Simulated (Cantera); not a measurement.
A closed system holds: 1 mol Si3N4, 0.5 mol N2, 0.42 mol C, equilibrated at 1952 °C and 3800 Pa.

These are equilibrium values from Cantera (NASA tables, ideal gas, pure condensed phases), not measurements of a reactor. Candidate condensed phases: C, Si, SiC, Si3N4; 20 gas species. Mutual solubility and eutectic melting of coexisting phases are not modelled. The tables' values for SiN are old estimates; treat these amounts as uncertain. Rates play no part.

Base state: N2 0.986, Si 0.0123, Si2C 0.000787, Si2N 0.000416, SiN 0.000384, Si2 0.000207, Si3 4.00e-5, SiC2 1.74e-5 (mole fractions); condensed: Si(l) + SiC(s).

Task: What changes in the equilibrium state with this change: pressure from 3800 Pa to 10000 Pa?

Result: 
| species | before | after |
|---|---|---|
| N2 | 0.986 | 0.994 |
| Si | 0.0123 | 0.00469 |
| Si2C | 0.000787 | 0.000299 |
| SiC2 | 1.74e-5 | 6.62e-6 |
| Si2 | 0.000207 | 7.88e-5 |
| Si(l), mol | 2.54 | 2.57 |
| SiC(s), mol | 0.418 | 0.419 |
